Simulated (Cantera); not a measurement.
Input (Python, Cantera) and output of one run.

```python
import numpy as np
import cantera as ct

gas_names = """
    H HNO HNO2 HNO3 HO2 H2 H2O H2O2 N NH NH2 NH3 NH2OH NO NO2 NO3 N2 N2H2 N2H4 N2O O OH O2 O3 Zr ZrN ZrO
    ZrO2
""".split()
cond_names = """
    H2O(s) H2O(L) Zr(a) Zr(b) Zr(L) ZrN(s) ZrN(L) ZrO2(a) ZrO2(b) ZrO2(L)
""".split()


def load(file, names, dense=False):
    # The tables refer to 1 bar. Condensed volumes are neglected.
    table = {s.name: s for s in ct.Species.list_from_file(file)}
    out = []
    for n in names:
        d = dict(table[n].input_data)
        d["thermo"] = dict(d["thermo"], **{"reference-pressure": 1e5})
        if dense:
            d["equation-of-state"] = {"model": "constant-volume", "density": "1e6 g/cm^3"}
        out.append(ct.Species.from_dict(d))
    return out


gas = ct.Solution(thermo="ideal-gas", species=load("nasa_gas.yaml", gas_names))
cond = {s.name: ct.Solution(thermo="fixed-stoichiometry", species=[s], name=s.name)
        for s in load("nasa_condensed.yaml", cond_names, dense=True)}
atoms = {
    'ZrO2': {'Zr': 1, 'O': 2},
    'H2': {'H': 2},
    'N2': {'N': 2},
}
top_T = {}  # K; cautious upper limits of use, not melting points


def equilibrate(T, P, feed):
    n = {}
    for name, mol in feed.items():
        for a, k in atoms[name].items():
            n[a] = n.get(a, 0.0) + k * mol
    gas.TPX = T, P, n
    mass = sum(n.values()) * gas.mean_molecular_weight
    gas.equilibrate("TP")
    valid = [c for c in cond.values() if c.min_temp <= T <= top_T.get(c.name, c.max_temp)]
    mix = ct.Mixture([(gas, mass / gas.mean_molecular_weight)] + [(c, 0.0) for c in valid])
    mix.T, mix.P = T, P
    mix.equilibrate("TP", solver="vcs", rtol=1e-11, max_steps=5000)
    return mix


results = []
feed = {'ZrO2': 1, 'H2': 430, 'N2': 25}  # mol
P = 710000  # Pa
for T in [1325, 1425, 1525, 1625, 1725, 1825, 1925, 2025]:
    mix = equilibrate(T, P, feed)
    results.append((T, P, feed, dict(zip(mix.species_names, mix.species_moles))))
    x = sorted(zip(gas.X, gas.species_names), reverse=True)
    print(f"T = {T:g} K  P = {P:g} Pa  gas = {mix.phase_moles(0):.4g} mol")
    print("   x: " + "  ".join(f"{s} {v:.3e}" for v, s in x if v > 0.0001))
    print("   condensed (mol): " + ("  ".join(f"{mix.phase(i).name} {mix.phase_moles(i):.4g}"
          for i in range(1, mix.n_phases) if mix.phase_moles(i) > 1e-12) or "none"))
```

It prints:

```
T = 1325 K  P = 710000 Pa  gas = 454.9 mol
   x: H2 9.450e-01  N2 5.487e-02  NH3 1.718e-04
   condensed (mol): ZrN(s) 0.00143  ZrO2(a) 0.9986
T = 1425 K  P = 710000 Pa  gas = 454.9 mol
   x: H2 9.450e-01  N2 5.489e-02  NH3 1.200e-04
   condensed (mol): ZrN(s) 0.002957  ZrO2(a) 0.997
T = 1525 K  P = 710000 Pa  gas = 455 mol
   x: H2 9.450e-01  N2 5.490e-02
   condensed (mol): ZrN(s) 0.005501  ZrO2(b) 0.9945
T = 1625 K  P = 710000 Pa  gas = 455 mol
   x: H2 9.450e-01  N2 5.490e-02
   condensed (mol): ZrN(s) 0.009392  ZrO2(b) 0.9906
T = 1725 K  P = 710000 Pa  gas = 455 mol
   x: H2 9.449e-01  N2 5.490e-02
   condensed (mol): ZrN(s) 0.01506  ZrO2(b) 0.9849
T = 1825 K  P = 710000 Pa  gas = 455 mol
   x: H2 9.448e-01  N2 5.490e-02  H 1.607e-04  H2O 1.008e-04
   condensed (mol): ZrN(s) 0.02293  ZrO2(b) 0.9771
T = 1925 K  P = 710000 Pa  gas = 455 mol
   x: H2 9.446e-01  N2 5.489e-02  H 3.487e-04  H2O 1.468e-04
   condensed (mol): ZrN(s) 0.03341  ZrO2(b) 0.9666
T = 2025 K  P = 710000 Pa  gas = 455.1 mol
   x: H2 9.442e-01  N2 5.486e-02  H 7.019e-04  H2O 2.061e-04
   condensed (mol): ZrN(s) 0.04692  ZrO2(b) 0.9531
```

Method: chemical equilibrium by Gibbs-energy minimisation in Cantera with the NASA 1993 tables (ideal gas, pure condensed phases). Mutual solubility and eutectic melting of coexisting phases are not modelled. ZrN: taken at fixed stoichiometry. Condensed phases not in the tables: solid solutions among these carbides, nitrides and lower oxides.
